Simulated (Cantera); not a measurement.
# Premixed flame

A freely propagating, adiabatic, planar premixed flame of CH4 : CO : O2 : N2 = 1 : 0.65 : 1.94 : 9.49 (molar parts), equivalence ratio 1.2, unburnt at 348 K and 1.01 bar; mixture-averaged transport, grid criteria slope 0.08 and curve 0.16, no radiation.

Model: GRI-Mech 3.0 (53 species, 325 reactions), integrated in Cantera. Burning velocities carry a grid error of a few per cent, more on coarse grids.

```
z (mm)  T (K)  u (m/s)     x CH4    x CO      x O2    x HCO    x CH2O    x N2O
------  -----  -------  --------  ------  --------  -------  --------  -------
-1.57     348    0.331    0.0764  0.0497     0.148    <1e-8   2.29e-8    <1e-8
-1.04     351    0.334    0.0761  0.0496     0.148    <1e-8   6.58e-7    <1e-8
-0.783    361    0.345    0.0753  0.0495     0.147    <1e-8   5.23e-6    <1e-8
-0.522    445    0.428    0.0709  0.0502     0.142    <1e-8   7.14e-5    <1e-8
-0.261    883    0.859    0.0485  0.0567     0.109  1.96e-7  0.000552    <1e-8
-0.131   1271     1.24    0.0268  0.0645    0.0743  5.24e-6  0.000657  1.91e-8
0        1619     1.58   0.00652  0.0703    0.0357  2.47e-5  0.000370  3.50e-8
0.131    1762     1.72  0.000466  0.0634    0.0138  8.03e-6   5.32e-5  4.57e-8
0.261    1803     1.75   1.70e-5  0.0542   0.00667  5.58e-7   2.36e-6  4.51e-8
0.522    1842     1.78   3.30e-8  0.0466   0.00354  1.16e-7     <1e-8  3.75e-8
1.04     1884     1.81     <1e-8  0.0442   0.00218  8.17e-8     <1e-8  3.06e-8
2.09     1923     1.84     <1e-8  0.0436   0.00116  5.25e-8     <1e-8  2.32e-8
4.18     1952     1.87     <1e-8  0.0432  0.000463  3.02e-8     <1e-8  1.52e-8
```
x: mole fraction of selected species; z is measured from the peak of heat release.

| Quantity | Result |
|---|---|
| laminar burning velocity | 33.1 cm/s |
| thermal thickness | 0.522 mm |
| peak x(HCO) | 2.50e-5 |
| peak x(CH2O) | 0.000669 |
| grid points | 145 |
